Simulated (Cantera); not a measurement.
Cantera run, input and output.

```python
import numpy as np
import cantera as ct

gas = ct.Solution("gri30.yaml")


def delay(T, t_max=10):
    gas.TPX = T, 210000, {'CH4': 1, 'H2': 0.077, 'O2': 2.65, 'N2': 16.1}
    reactor = ct.IdealGasConstPressureReactor(gas, clone=False)
    net = ct.ReactorNet([reactor])
    net.rtol, net.atol = 1e-8, 1e-16
    while net.time < t_max:
        t_old, T_old = net.time, reactor.T
        net.step()
        if reactor.T > T + 400:  # ignition: a rise of 400 K
            return t_old + (T + 400 - T_old) / (reactor.T - T_old) * (net.time - t_old)
    return np.nan


taus = []
for T in [900, 1000, 1100, 1200, 1300, 1400]:
    taus.append(delay(T))
    print(f"T0 = {T:6g} K   tau = {taus[-1]:.4e} s")
```

Output:

```
T0 =    900 K   tau = 7.4946e-01 s
T0 =   1000 K   tau = 1.2643e-01 s
T0 =   1100 K   tau = 4.2924e-02 s
T0 =   1200 K   tau = 1.4502e-02 s
T0 =   1300 K   tau = 4.8296e-03 s
T0 =   1400 K   tau = 1.6803e-03 s
```

Model: GRI-Mech 3.0 (53 species, 325 reactions), integrated in Cantera. Below about 1000 K GRI-Mech 3.0 lacks low-temperature oxidation paths. Below about 950 K walls govern HO2 and H2O2 in real vessels.
